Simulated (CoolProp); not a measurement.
Vapour-liquid equilibrium of dimethyl carbonate (1) + n-heptane (2) at 0.375 MPa; x and y are mole fractions of (1).

The numbers come from the multi-fluid Helmholtz-energy mixture model, Zhou 2011 and Span 2003; pair parameters Bell 2016 in CoolProp.

Task: Give the bubble temperature and the first vapour's composition at x = 0.125, 0.275, 0.5. Is there an azeotrope?

Result: x = 0.125: 139.9 °C, y = 0.276; x = 0.275: 133.7 °C, y = 0.445; x = 0.5: 130.3 °C, y = 0.576. y crosses x between x = 0.575 and 0.65: the model has an azeotrope there.

The pair parameters rest on a limited set of measurements; away from them the model extrapolates.
